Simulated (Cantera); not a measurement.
Feed: 1 mol PbO, 1.2 mol CH4, 2.1 mol H2, at 1798.15 K and 0.00150 bar.

These are equilibrium values from Cantera (NASA tables, ideal gas, pure condensed phases), not measurements of a reactor. Candidate condensed phases: C, C6H6, C7H8, C8H18, H2O, Pb, PbO, PbO2, Pb3O4; 113 gas species. Equilibrium is a limit: real reactors are often held back by kinetics, nucleation or transport.

Base state: H2 0.686, CO 0.153, Pb 0.153, H 0.00754, C2H2 (acetylene) 0.000118 (mole fractions); condensed: C(graphite).

Problem. What changes in the equilibrium state with this change: CH4 from 1.2 to 0.57 mol?

Solution. 
```csv
species,before,after
H2,0.686,0.583
Pb,0.153,0.207
CO,0.153,0.114
H2O,4.54e-8,0.0846
CO2,2.66e-9,0.00433
C2H2 (acetylene),0.000118,<1e-9
OH,<1e-9,6.63e-5
PbO,<1e-9,5.95e-5
"C(graphite), mol",0.198,0
```
